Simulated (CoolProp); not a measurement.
A simple Rankine cycle with c-C4F8 (RC318): condensing at 293.15 K, boiler at 0.997 MPa, turbine inlet 345.2 K, turbine efficiency 0.8, pump efficiency 0.7, no recuperator. Each further row changes one setting.

The numbers come from the reference Helmholtz-energy equation of state, Platzer 1990 in CoolProp. This equation is an older, rougher fit; its heat capacities, sound speeds and derivatives of the liquid may be far off and weren't checked against measurements.

| case | thermal efficiency (%) | net work (kJ/kg) | heat in (kJ/kg) | turbine exit temperature (K) | volume ratio over the turbine |
|---|---|---|---|---|---|
| as stated | (withheld) | 12.0 | 141 | 320.2 | 4.18 |
| turbine inlet 365.2 K | 8.2 | 13.2 | 160 | (withheld) | 4.02 |
| condensing temperature 285.15 K | 9.8 | 14.6 | 149 | (withheld) | 5.52 |
| boiler pressure 0.698 MPa | (withheld) | 9.33 | (withheld) | (withheld) | 2.74 |
| turbine efficiency 0.7 | (withheld) | 10.4 | 141 | 322.1 | 4.21 |

Problem. Some entries are withheld; supply them.

Solution. 
- as stated, thermal efficiency (%): 8.5
- turbine inlet 365.2 K, turbine exit temperature (K): 341.5
- condensing temperature 285.15 K, turbine exit temperature (K): 316.1
- boiler pressure 0.698 MPa, thermal efficiency (%): 6.4
- boiler pressure 0.698 MPa, heat in (kJ/kg): 145
- boiler pressure 0.698 MPa, turbine exit temperature (K): 328.5
- turbine efficiency 0.7, thermal efficiency (%): 7.4
